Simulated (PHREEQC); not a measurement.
PHREEQC input (Pitzer model, pitzer.dat):

```
SOLUTION 1
  temp 20
  units mol/kgw
  pH 7 charge
  Cl 0.0081
  K 0.7681
  C(4) 0.38
END
USE solution 1
INCREMENTAL_REACTIONS false
REACTION 1
  H2O -1
  0 9.886 18.011 24.689 30.178 34.689 38.397 41.444
  43.949 46.007 47.699 49.089 50.232 51.172 moles
EQUILIBRIUM_PHASES 1
  Kalicinite 0 0
  Sylvite 0 0
  CO2(g) -3.4 10
SELECTED_OUTPUT 1
  -reset false
  -pH true
  -pe true
  -ionic_strength true
  -water true
  -activities H2O
  -totals C Cl K
  -molalities H+ K+ Cl- CO3-2 OH- HCO3- CO2
  -equilibrium_phases Kalicinite Sylvite
PRINT
  -reset false
END
```

Selected output (columns that matter, 14 of 14 rows; water left (kg) added in front):

```
water left (kg)	pH	mu	C	Cl	K	m_H+	m_K+	m_Cl-	m_CO3-2	m_OH-	m_HCO3-	la_H2O
0.998749	10.117	1.0754	0.45451	0.0081101	0.76906	1.8947e-10	0.76906	0.0081101	0.30634	0.00011549	0.14816	-0.0078091
0.820764	10.15	1.3168	0.54491	0.0098689	0.93584	1.8995e-10	0.93584	0.0098689	0.38095	0.00012045	0.16395	-0.0093897
0.674492	10.184	1.6113	0.65419	0.012009	1.1388	1.9094e-10	1.1388	0.012009	0.47247	0.00012427	0.18171	-0.011318
0.554277	10.219	1.9703	0.7865	0.014614	1.3858	1.9212e-10	1.3858	0.014614	0.58454	0.00012661	0.20195	-0.013688
0.455471	10.256	2.4079	0.94694	0.017784	1.6864	1.9309e-10	1.6864	0.017784	0.72155	0.00012716	0.22538	-0.016631
0.374273	10.297	2.941	1.1418	0.021642	2.0522	1.9334e-10	2.0522	0.021642	0.88871	0.00012559	0.25306	-0.020331
0.307529	10.343	3.59	1.3789	0.026339	2.4977	1.9227e-10	2.4977	0.026339	1.0923	0.00012164	0.28652	-0.02505
0.252681	10.395	4.3796	1.6679	0.032056	3.0398	1.8921e-10	3.0398	0.032056	1.3398	0.00011512	0.32806	-0.031158
0.207585	10.454	5.3401	2.0211	0.03902	3.7002	1.8349e-10	3.7002	0.03902	1.6399	0.000106	0.38119	-0.039184
0.170528	10.523	6.5069	2.4541	0.0475	4.5043	1.7456e-10	4.5043	0.0475	2.0026	9.4431e-05	0.45143	-0.049863
0.140047	10.602	7.9239	2.9873	0.057838	5.4846	1.6211e-10	5.4846	0.057838	2.4393	8.0815e-05	0.54799	-0.064226
0.114985	10.695	9.6414	3.6482	0.070444	6.68	1.4622e-10	6.68	0.070444	2.9614	6.5866e-05	0.68679	-0.083639
0.0943401	10.801	11.72	4.4772	0.08586	8.1418	1.2752e-10	8.1418	0.08586	3.5787	5.0551e-05	0.8985	-0.10987
0.0772988	10.921	14.228	5.5406	0.10479	9.9368	1.0729e-10	9.9368	0.10479	4.2914	3.6035e-05	1.2492	-0.14483
```

Complexes and solids missing from the database can't appear.
